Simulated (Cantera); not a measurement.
Charge: 1 mol SiHCl₃, 13 mol N₂, 0.55 mol NH₃.

Equilibrium computed with Cantera from the NASA thermochemical tables; the gas is ideal and each condensed phase is pure. Candidate condensed phases: NH₄Cl, Si, Si₃N₄; 28 gas species. The tables' values for SiCl₃ are old estimates. The numbers say what is thermodynamically allowed, not how fast it happens.

Stable condensed phases, one row left out:

```
T in K \ P in Pa
              5     21     85    350   1400   5900  24000 100000
   2025       A      A      A      A      A      A      A      A
   2000       A      A      A      A      A      A      A      B
   1975       A      A      A      A      A      A      A      B
   1950       A      A      A      A      A      A      A      B
   1925       A      A      A      A      A      A      A      B
   1900       A      A      A      A      A      A      A      B
   1850       A      A      A      A      A      A      B      B
   1825       A      A      A      A      A      A      B      B
   1800       A      A      A      A      A      A      B      B
   1775       A      A      A      A      A      B      B      B
   1750       A      A      A      A      A      B      B      B
```

A: gas only; B: Si₃N₄.

Give the row for 1875 K.

5: gas only; 21: gas only; 85: gas only; 350: gas only; 1400: gas only; 5900: gas only; 24000: Si₃N₄; 100000: Si₃N₄.
